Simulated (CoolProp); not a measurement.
Saturation properties of fluoroethane (R161).

Computed with CoolProp (reference Helmholtz-energy equation of state, Wu 2012).

```tsv
T (K)	p (MPa)	liquid density (kg/m³)	liquid cp (kJ/(kg K))	surface tension (mN/m)
288	0.6935	731.7	2.221	10.7
291	0.7567	725.8	2.242	10.2
294.1	0.8264	719.5	2.264	…
297.2	0.9007	713.1	2.288	9.41
300.2	0.9773	706.7	2.311	9.01
303.3	1.061	699.9	2.337	8.60
306.3	1.148	693.1	2.363	8.20
309.4	1.242	685.8	2.391	7.80
312.4	1.339	…	2.419	7.40
315.5	1.445	670.9	2.451	7.00
318.6	1.556	662.9	2.484	6.60
321.6	1.671	655.0	2.519	6.21
324.7	1.795	646.4	2.558	…
327.7	1.921	637.9	2.600	…
330.8	2.059	628.7	2.647	5.04
```

Problem. Fill in the missing entries.

Solution. 
- 294.1, surface tension (mN/m): 9.83
- 312.4, liquid density (kg/m³): 678.6
- 324.7, surface tension (mN/m): 5.81
- 327.7, surface tension (mN/m): 5.43

It boils at 235.6 K under 1 atm.

Surface tension comes from a separate correlation (Mulero 2012).
